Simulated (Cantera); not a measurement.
Mixture: CH4 : CO : O2 : N2 : H2O = 1 : 0.13 : 3.44 : 16.5 : 0.86 (molar parts), equivalence ratio 0.60, at 0.602 atm, adiabatic and at constant pressure. Ignition delay is the time to a rise of 400 K.

Detailed kinetics in Cantera: GRI-Mech 3.0 (53 species, 325 reactions).

**Question.** What does this change do: 1.6 parts H2 added?

**Answer.** 
```json
[
 {"quantity": "delay at 1225 K", "before": "51.3 ms", "after": "0.681 ms"},
 {"quantity": "delay at 1300 K", "before": "18.2 ms", "after": "0.394 ms"},
 {"quantity": "delay at 1375 K", "before": "7.08 ms", "after": "0.247 ms"},
 {"quantity": "delay at 1450 K", "before": "3.04 ms", "after": "0.166 ms"},
 {"quantity": "delay at 1525 K", "before": "1.45 ms", "after": "0.117 ms"},
 {"quantity": "delay at 1600 K", "before": "0.764 ms", "after": "86.4 µs"},
 {"quantity": "delay at 1675 K", "before": "0.435 ms", "after": "65.4 µs"},
 {"quantity": "apparent activation energy between 1525 and 1675 K", "before": "170 kJ/mol", "after": "83 kJ/mol"}
]
```
